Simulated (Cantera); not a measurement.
# Adiabatic ignition

An adiabatic, constant-pressure homogeneous reactor starts with 9.52 % CO, 3.33 % H2, 10.5 % CH4, 16.1 % O2, 60.6 % N2, equivalence ratio 1.7, at 1350 K and 1.38 atm.

Computed with Cantera and GRI-Mech 3.0 (53 species, 325 reactions).

```tsv
t (s)	T (K)	x CO	x H2	x CH4	x C2H6	x O
6.00e-6	1350	0.0952	0.0333	0.105	7.25e-12	5.10e-9
1.26e-5	1350	0.0952	0.0333	0.105	8.96e-11	6.71e-9
2.64e-5	1350	0.0952	0.0333	0.105	1.24e-9	1.12e-8
5.53e-5	1350	0.0952	0.0333	0.105	2.38e-8	2.69e-8
0.000116	1350	0.0952	0.0333	0.105	9.19e-7	1.15e-7
0.000243	1351	0.0952	0.0332	0.104	7.12e-5	6.58e-7
0.000510	1363	0.0952	0.0329	0.102	0.000690	1.06e-6
0.00107	1439	0.0971	0.0341	0.0902	0.00236	3.73e-6
0.00224	2644	0.142	0.0703	1.13e-12	<1e-12	0.000513
0.00470	2642	0.143	0.0705	1.17e-12	<1e-12	0.000496
0.00986	2640	0.143	0.0707	1.19e-12	<1e-12	0.000489
0.0207	2640	0.143	0.0707	1.19e-12	<1e-12	0.000488
0.0434	2640	0.143	0.0707	1.19e-12	<1e-12	0.000488
0.0910	2640	0.143	0.0707	1.19e-12	<1e-12	0.000488
0.191	2640	0.143	0.0707	1.19e-12	<1e-12	0.000488
0.400	2640	0.143	0.0707	1.19e-12	<1e-12	0.000488
```
x: mole fraction; the columns are a selection and need not sum to one.

```yaml
time_of_steepest_temperature_rise: 1.28 ms
temperature at 0.400 s: 2640 K
equilibrium_temperature: 2640 K
x(CO) at 0.400 s: 0.143 (gas-phase equilibrium 0.143)
x(H2) at 0.400 s: 0.0707 (gas-phase equilibrium 0.0707)
x(CH4) at 0.400 s: 1.19e-12 (gas-phase equilibrium 1.37e-12)
```
